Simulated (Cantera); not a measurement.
Feed: 1 mol CuO, 13 mol H2, held at 0.100 bar.

Equilibrium computed with Cantera from the NASA thermochemical tables; the gas is ideal and each condensed phase is pure. Candidate condensed phases: Cu, CuO, Cu(OH)2, Cu2O, H2O; 12 gas species. Equilibrium is a limit: real reactors are often held back by kinetics, nucleation or transport. All values below are at 1452 °C.

Base state: H2 0.921, H2O 0.0767, Cu 0.00219, H 0.000563 (mole fractions); condensed: Cu(l).

Problem. What changes in the equilibrium state with this change: pressure from 0.100 bar to 1.33 mbar?

Solution. 
```csv
species,before,after
H2,0.921,0.853
H2O,0.0767,0.0712
Cu,0.00219,0.0712
Cu2,2.99e-6,4.21e-5
OH,2.59e-6,2.16e-5
H,0.000563,0.00470
"Cu(l), mol",0.971,0
```
